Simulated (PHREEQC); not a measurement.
A solution holds 0.03 mol HF, 0.00058 mol CsF and 4.3e-05 mol HCl per kg of water, at 5 °C. Closed to the air; pH follows from the charge balance.

All values are PHREEQC results (ion-association model, wateq4f.dat), not measurements.

```
Property                   Result
----------------  ---------------
pH                           2.36
ionic strength    0.00521 mol/kgw
total alkalinity     -30.0 meq/kg
```

| species | molality | activity | log γ |
|---|---|---|---|
| HF | 0.0207 | 0.0207 | 0.001 |
| F- | 0.00485 | 0.00450 | -0.033 |
| H+ | 0.00463 | 0.00433 | -0.029 |
| H2F2 | 0.00222 | 0.00222 | 0.001 |
| Cs+ | 0.000580 | 0.000538 | -0.032 |
| HF2- | 0.000313 | 0.000290 | -0.033 |
| Cl- | 4.30e-5 | 3.99e-5 | -0.033 |

This is a speciation only: nothing precipitates in the calculation. Species that the database lacks are ignored. wateq4f.dat counts part of the HF as a dimer, H2F2, which phreeqc.dat doesn't know; its constant is uncertain. Constants without temperature data keep their 25 °C values here.
